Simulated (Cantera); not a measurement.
A closed system holds: 1 mol Fe2O3, 87 mol H2, 0.19 mol H2O, at 4.40 bar.

Equilibrium computed with Cantera from the NASA thermochemical tables; the gas is ideal and each condensed phase is pure. Candidate condensed phases: Fe, FeO, Fe(OH)2, Fe(OH)3, Fe2O3, Fe3O4, H2O; 12 gas species. Equilibrium is a limit: real reactors are often held back by kinetics, nucleation or transport.

x: gas mole fraction; n: condensed amount in mol.

```json
[
 {"T (K)": "1023", "x H2": "0.963", "x H2O": "0.0366", "x H": "1.94e-9", "x Fe(OH)2": "1.35e-10", "x Fe": "<1e-12", "n Fe(α)": "2.00", "n Fe(γ)": "0"},
 {"T (K)": "1073", "x H2": "0.963", "x H2O": "0.0366", "x H": "6.56e-9", "x Fe(OH)2": "3.23e-10", "x Fe": "<1e-12", "n Fe(α)": "2.00", "n Fe(γ)": "0"},
 {"T (K)": "1123", "x H2": "0.963", "x H2O": "0.0366", "x H": "1.99e-8", "x Fe(OH)2": "7.12e-10", "x Fe": "<1e-12", "n Fe(α)": "2.00", "n Fe(γ)": "0"},
 {"T (K)": "1173", "x H2": "0.963", "x H2O": "0.0366", "x H": "5.52e-8", "x Fe(OH)2": "1.47e-9", "x Fe": "4.46e-12", "n Fe(α)": "2.00", "n Fe(γ)": "0"},
 {"T (K)": "1223", "x H2": "0.963", "x H2O": "0.0366", "x H": "1.41e-7", "x Fe(OH)2": "2.85e-9", "x Fe": "2.40e-11", "n Fe(α)": "0", "n Fe(γ)": "2.00"},
 {"T (K)": "1273", "x H2": "0.963", "x H2O": "0.0366", "x H": "[?]", "x Fe(OH)2": "[?]", "x Fe": "[?]", "n Fe(α)": "0", "n Fe(γ)": "2.00"},
 {"T (K)": "1323", "x H2": "0.963", "x H2O": "0.0366", "x H": "7.42e-7", "x Fe(OH)2": "9.29e-9", "x Fe": "4.72e-10", "n Fe(α)": "0", "n Fe(γ)": "2.00"},
 {"T (K)": "1373", "x H2": "0.963", "x H2O": "0.0366", "x H": "1.56e-6", "x Fe(OH)2": "1.58e-8", "x Fe": "1.77e-9", "n Fe(α)": "0", "n Fe(γ)": "2.00"},
 {"T (K)": "1423", "x H2": "0.963", "x H2O": "0.0366", "x H": "[?]", "x Fe(OH)2": "[?]", "x Fe": "[?]", "n Fe(α)": "0", "n Fe(γ)": "2.00"},
 {"T (K)": "1473", "x H2": "0.963", "x H2O": "0.0366", "x H": "5.92e-6", "x Fe(OH)2": "4.08e-8", "x Fe": "1.90e-8", "n Fe(α)": "0", "n Fe(γ)": "2.00"}
]
```

Task: Some entries are withheld; supply them.

Result: 
- 1423, x H: 3.11e-6
- 1423, x Fe(OH)2: 2.58e-8
- 1423, x Fe: 6.06e-9
- 1273, x H: 3.34e-7
- 1273, x Fe(OH)2: 5.27e-9
- 1273, x Fe: 1.13e-10
